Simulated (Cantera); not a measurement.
A perfectly stirred reactor is fed with 4.56 % CH4, 94.9 % H2, 0.503 % CO2, at 0.227 atm; it is held at 1525 K, and followed from long to short residence time.

Detailed kinetics in Cantera: GRI-Mech 3.0 (53 species, 325 reactions). GRI-Mech 3.0 stops at C3 and has no aromatics, soot or wall deposition, so with more carbon than oxygen in the feed, carbon stays in small species such as C2H2 where larger ones or solid carbon would form.

x: mole fraction; the columns are a selection and need not sum to one.

| τ (s) | x CH4 | x H2 | x CO2 | x O | x C2H6 | x H2O | x H2O2 |
|---|---|---|---|---|---|---|---|
| 29 | 0.0211 | 0.958 | 7.09e-5 | <1e-12 | 1.24e-6 | 0.00443 | <1e-12 |
| 6.6 | (withheld) | 0.953 | (withheld) | <1e-12 | (withheld) | 0.00460 | <1e-12 |
| 1.5 | 0.0385 | 0.949 | 0.00105 | <1e-12 | 2.59e-6 | 0.00394 | <1e-12 |
| 0.34 | 0.0435 | 0.948 | 0.00273 | <1e-12 | 3.10e-6 | 0.00229 | <1e-12 |
| 0.077 | 0.0451 | 0.949 | 0.00424 | <1e-12 | 3.14e-6 | 0.000785 | <1e-12 |
| 0.018 | 0.0454 | 0.949 | 0.00484 | <1e-12 | (withheld) | (withheld) | <1e-12 |
| 0.0040 | 0.0455 | 0.949 | 0.00500 | <1e-12 | 1.20e-6 | 2.94e-5 | <1e-12 |
| 0.00090 | 0.0456 | 0.949 | 0.00503 | <1e-12 | 9.10e-8 | 2.21e-6 | <1e-12 |

Task: Fill in the missing entries.

Result: 
- 6.6, x CH4: 0.0292
- 6.6, x CO2: 0.000281
- 6.6, x C2H6: 1.77e-6
- 0.018, x C2H6: 2.67e-6
- 0.018, x H2O: 0.000191
